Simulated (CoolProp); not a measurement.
Vapour-liquid equilibrium of chloromethane (R40) (1) + isobutene (2) at 254.4 K; x and y are mole fractions of (1).

Computed with CoolProp (multi-fluid Helmholtz-energy mixture model, Thol 2014 and Lemmon 2005; pair parameters Bell 2016).

Q: Give the bubble pressure and the first vapour's composition at x = 0.15, 0.35, 0.95. Is there an azeotrope?

A: x = 0.15: 0.07726 MPa, y = 0.302; x = 0.35: 0.09232 MPa, y = 0.534; x = 0.95: 0.1243 MPa, y = 0.967. No azeotrope shows between x = 0.05 and 0.95.

The pair parameters rest on a limited set of measurements; away from them the model extrapolates.
